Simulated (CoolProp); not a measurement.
Decamethylcyclopentasiloxane (D5) along the isobar 3.62 MPa: Z from the reference equation and from simpler models built on Tc = 345.1 °C, pc = 1.078 MPa, ω = 0.631; each cubic takes its own stable root.

The numbers come from the reference Helmholtz-energy equation of state, Thol 2019 in CoolProp.

```
T (°C)          phase  reference  van der Waals  Redlich-Kwong  Soave-Redlich-Kwong  Peng-Robinson
------  -------------  ---------  -------------  -------------  -------------------  -------------
143.45         liquid     0.4632         0.7897         0.5570               0.5237         0.4660
156.95         liquid        [?]         0.7731         0.5479                  [?]         0.4577
170.55         liquid     0.4504         0.7577            [?]               0.5065         0.4504
184.15         liquid     0.4451         0.7436         0.5326               0.4996         0.4442
197.65         liquid     0.4406         0.7307         0.5264               0.4939            [?]
211.25         liquid     0.4368            [?]         0.5211               0.4892         0.4348
224.75         liquid     0.4338         0.7080            [?]               0.4857         0.4317
238.35         liquid     0.4315         0.6980         0.5132               0.4834         0.4296
251.95         liquid     0.4301         0.6890         0.5104               0.4822         0.4287
265.45         liquid     0.4295         0.6809         0.5086               0.4823         0.4290
279.05         liquid     0.4298         0.6736         0.5076               0.4838            [?]
292.65         liquid     0.4312         0.6670         0.5075               0.4868         0.4338
306.15         liquid     0.4338         0.6613         0.5082               0.4914         0.4385
319.75         liquid     0.4377         0.6563         0.5099               0.4978         0.4450
333.25         liquid     0.4431         0.6521         0.5125               0.5063         0.4536
346.85  supercritical     0.4504         0.6486         0.5161               0.5171         0.4646
```

Q: Complete the blanks.

A: 
- 156.95, reference: 0.4565
- 156.95, Soave-Redlich-Kwong: 0.5146
- 170.55, Redlich-Kwong: 0.5398
- 197.65, Peng-Robinson: 0.4390
- 211.25, van der Waals: 0.7188
- 224.75, Redlich-Kwong: 0.5167
- 279.05, Peng-Robinson: 0.4307
